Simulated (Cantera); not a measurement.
Input (Python, Cantera) and output of one run.

```python
import numpy as np
import cantera as ct

gas_names = """
    F FO FO2 F2 F2O N NF NF2 NF3 NO NO2 NO3 N2 N2O O O2 O3 Si SiF SiF2 SiF3 SiF4 SiN SiO SiO2 Si2 Si2N
    Si3
""".split()
cond_names = """
    Si(cr) Si(L) SiO2(Lqz) SiO2(hqz) SiO2(L) Si2N2O(s) Si3N4(a)
""".split()


def load(file, names, dense=False):
    # The tables refer to 1 bar. Condensed volumes are neglected.
    table = {s.name: s for s in ct.Species.list_from_file(file)}
    out = []
    for n in names:
        d = dict(table[n].input_data)
        d["thermo"] = dict(d["thermo"], **{"reference-pressure": 1e5})
        if dense:
            d["equation-of-state"] = {"model": "constant-volume", "density": "1e6 g/cm^3"}
        out.append(ct.Species.from_dict(d))
    return out


gas = ct.Solution(thermo="ideal-gas", species=load("nasa_gas.yaml", gas_names))
cond = {s.name: ct.Solution(thermo="fixed-stoichiometry", species=[s], name=s.name)
        for s in load("nasa_condensed.yaml", cond_names, dense=True)}
atoms = {
    'SiF4': {'Si': 1, 'F': 4},
    'NO': {'N': 1, 'O': 1},
    'N2': {'N': 2},
}
top_T = {'Si2N2O(s)': 2100, 'Si3N4(a)': 2400}  # K; cautious upper limits of use, not melting points


def equilibrate(T, P, feed):
    n = {}
    for name, mol in feed.items():
        for a, k in atoms[name].items():
            n[a] = n.get(a, 0.0) + k * mol
    gas.TPX = T, P, n
    mass = sum(n.values()) * gas.mean_molecular_weight
    gas.equilibrate("TP")
    valid = [c for c in cond.values() if c.min_temp <= T <= top_T.get(c.name, c.max_temp)]
    mix = ct.Mixture([(gas, mass / gas.mean_molecular_weight)] + [(c, 0.0) for c in valid])
    mix.T, mix.P = T, P
    mix.equilibrate("TP", solver="vcs", rtol=1e-11, max_steps=5000)
    return mix


results = []
feed = {'SiF4': 1, 'NO': 16, 'N2': 4.9}  # mol
T = 1175  # K
P = 360  # Pa
mix = equilibrate(T, P, feed)
results.append((T, P, feed, dict(zip(mix.species_names, mix.species_moles))))
x = sorted(zip(gas.X, gas.species_names), reverse=True)
print(f"T = {T:g} K  P = {P:g} Pa  gas = {mix.phase_moles(0):.4g} mol")
print("   x: " + "  ".join(f"{s} {v:.3e}" for v, s in x if v > 0.0001))
print("   condensed (mol): " + ("  ".join(f"{mix.phase(i).name} {mix.phase_moles(i):.4g}"
      for i in range(1, mix.n_phases) if mix.phase_moles(i) > 1e-12) or "none"))
```

It prints:

```
T = 1175 K  P = 360 Pa  gas = 21.9 mol
   x: N2 5.889e-01  O2 3.652e-01  SiF4 4.566e-02  NO 1.835e-04
   condensed (mol): SiO2(hqz) 7.02e-08
```

Equilibrium computed with Cantera from the NASA thermochemical tables; the gas is ideal and each condensed phase is pure.
